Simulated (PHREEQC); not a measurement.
# Polishing slurry liquid (model solution)

Dissolve 0.029 mol K2CO3, 0.00036 mol H4SiO4 and 0.00016 mol KH2PO4 per kg of water at 5 °C. Closed to the air; pH follows from the charge balance.

Model: ion-association model, phreeqc.dat, run in PHREEQC.

Precipitation was switched off in this run.

### Question
What pH does the model give?

### Answer
pH 11.56.

### Question
In which forms is Si present?

### Answer
H3SiO4- 96 %, H4SiO4 3.1 %, H2SiO4-2 1.0 % of the Si.

Species that the database lacks are ignored. Away from 25 °C the constants follow the database's enthalpies or fits; those with neither stay at their 25 °C values.
